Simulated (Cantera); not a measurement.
Charge: 1 mol BCl3, 5.9 mol O2, 25 mol H2, held at 1698 K and 1.00 bar.

These are equilibrium values from Cantera (NASA tables, ideal gas, pure condensed phases), not measurements of a reactor. Candidate condensed phases: B, B2O3, B3O3H3, H2O; 33 gas species. The tables' values for BOCl are old estimates; treat these amounts as uncertain. Gases not in the tables: H3BO3. Kinetics and transport are ignored.

Question: What is the equilibrium state?

Answer: 
```json
{
 "x(H2)": "0.489",
 "x(H2O)": "0.363",
 "x(HCl)": "0.111",
 "x(HBO2)": "0.0362",
 "x(B2O3)": "0.000216",
 "x(H)": "0.000101",
 "x((HBO2)3)": "9.81e-5",
 "x(HBO)": "7.86e-5",
 "x(BOCl)": "2.01e-5",
 "gas_amount": "27.00 mol",
 "log10 activity of B(s) (absent)": "-6.42",
 "log10 activity of B3O3H3(s) (absent)": "-13.56"
}
```
